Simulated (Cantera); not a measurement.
An isothermal, constant-pressure homogeneous reactor starts with NH3 : H2 = 1 : 0.18 (molar parts), at 1498 K and 34.5 Torr. Integrator tolerance rtol = 1e-08.

Model: the gas-phase N/H chemistry of the illustrative SiF4/NH3 mechanism in the Surface Chemkin manual (1991), integrated in Cantera. Walls and surfaces, which speed up NH3 decomposition in real reactors, are not modelled.

Problem. What does this change do: temperature 1498 to 1875 K?

Solution. 
```tsv
quantity	before	after
x(NH3) at 7.00 s	0.823 (gas-phase equilibrium 9.15e-7)	0.0458 (gas-phase equilibrium 3.70e-7)
x(H2) at 7.00 s	0.170 (gas-phase equilibrium 0.771)	0.737 (gas-phase equilibrium 0.768)
x(NH2) at 7.00 s	6.14e-5 (gas-phase equilibrium 1.85e-10)	9.83e-5 (gas-phase equilibrium 3.60e-9)
x(N2) at 7.00 s	0.00663 (gas-phase equilibrium 0.229)	0.217 (gas-phase equilibrium 0.229)
x(N2H4) at 7.00 s	1.99e-8 (gas-phase equilibrium <1e-12)	6.08e-10 (gas-phase equilibrium <1e-12)
x(N2H2) at 7.00 s	7.04e-7 (gas-phase equilibrium <1e-12)	1.20e-7 (gas-phase equilibrium <1e-12)
```
